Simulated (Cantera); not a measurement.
# Thermodynamics of aluminium nitride and oxide growth, feed AlBr3 + H2O + N2 + N2O

Input: 1 mol AlBr3, 0.71 mol H2O, a varied amount of N2, 45 mol N2O, held at 1023.15 K and 23.0 mbar.

Cantera equilibrium calculation (NASA polynomials, part measured and part estimated; ideal gas, pure solids and liquids). Candidate condensed phases: Al, AlBr3, AlN, Al2O3, Br2, H2O; 41 gas species. The numbers say what is thermodynamically allowed, not how fast it happens.

From 120 mol N2 to 990 mol N2 the condensed part is Al2O3(s).

```csv
n(N2) (mol),log p N2,log p O2,log p Br2,log p Br,n Al2O3(s)
120,-1.70,-2.58,-3.87,-4.06,0.500
150,-1.69,-2.64,-3.94,-4.10,0.500
180,-1.68,-2.70,-4.01,-4.13,0.500
230,-1.68,-2.78,-4.10,-4.18,0.500
280,-1.67,-2.84,-4.18,-4.22,0.500
350,-1.66,-2.92,-4.28,-4.26,0.500
430,-1.66,-3.00,-4.37,-4.31,0.500
530,-1.66,-3.08,-4.47,-4.36,0.500
650,-1.65,-3.16,-4.57,-4.41,0.500
800,-1.65,-3.24,-4.67,-4.46,0.500
990,-1.65,-3.33,-4.78,-4.52,0.500
```
log p: log10 of the partial pressure in bar; n: condensed amount in mol.
